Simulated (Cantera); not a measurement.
Input (Python, Cantera):

```python
import numpy as np
import cantera as ct

surf = ct.Interface("ptcombust.yaml", "Pt_surf")
gas = surf.adjacent["gas"]
gas.TPX = 300, 14000, {'H2': 0.029, 'O2': 0.1, 'N2': 0.79}
jet = ct.ImpingingJet(gas=gas, width=0.074, surface=surf)
jet.inlet.mdot, jet.inlet.T, jet.inlet.X = 0.098, 300, {'H2': 0.029, 'O2': 0.1, 'N2': 0.79}
jet.set_refine_criteria(ratio=10, slope=0.2, curve=0.3)
show, cover = ['H2', 'O2', 'H2O', 'OH'], ["PT(S)", "H(S)", "O(S)", "OH(S)", "CO(S)", "C(S)"]

rows = []
print(f"{'Ts/K':>7s}" + "".join(f"{s:>11s}" for s in show + cover) + "   (gas at the wall, coverages)")
for i, Ts in enumerate([700, 750, 800, 850, 900, 950, 1000]):
    jet.surface.T = Ts
    if i == 0:
        surf.TP = Ts, 14000
        surf.coverages = "PT(S):0.5, O(S):0.5"
        surf.advance_coverages(1.0)
        jet.set_initial_guess(products="inlet")
    jet.solve(loglevel=0, auto=(i == 0))
    rows.append([*(jet.X[gas.species_index(s), -1] for s in show), *surf[cover].coverages])
    print(f"{Ts:7g}" + "".join(f"{x:11.3e}" for x in rows[-1]))
```

Result:

```
   Ts/K         H2         O2        H2O         OH      PT(S)       H(S)       O(S)      OH(S)      CO(S)       C(S)   (gas at the wall, coverages)
    700  2.257e-03  7.736e-02  5.660e-02  1.296e-10  5.728e-02  4.864e-09  9.386e-01  4.064e-03 -1.815e-22  9.037e-32
    750  1.938e-03  7.710e-02  5.691e-02  8.097e-10  6.990e-02  9.862e-09  9.268e-01  3.246e-03  2.087e-19  4.830e-25
    800  1.455e-03  7.665e-02  5.757e-02  3.650e-09  9.849e-02  2.447e-08  8.986e-01  2.868e-03  5.171e-20  1.119e-25
    850  1.049e-03  7.628e-02  5.810e-02  1.325e-08  1.431e-01  6.255e-08  8.543e-01  2.629e-03  1.569e-20  1.892e-25
    900  7.827e-04  7.606e-02  5.836e-02  4.137e-08  1.986e-01  1.456e-07  7.990e-01  2.395e-03  3.614e-22  1.373e-24
    950  6.170e-04  7.594e-02  5.845e-02  1.140e-07  2.604e-01  3.035e-07  7.374e-01  2.152e-03  1.273e-18  8.970e-25
   1000  5.092e-04  7.588e-02  5.844e-02  2.828e-07  3.257e-01  5.765e-07  6.724e-01  1.911e-03  1.648e-22  1.159e-24
```

Computed with Cantera and Deutschmann's 1995 Pt surface mechanism with GRI-Mech 3.0 gas chemistry. Catalytic surfaces can have several steady states; this one follows from the mechanism file's or the stated starting coverage.
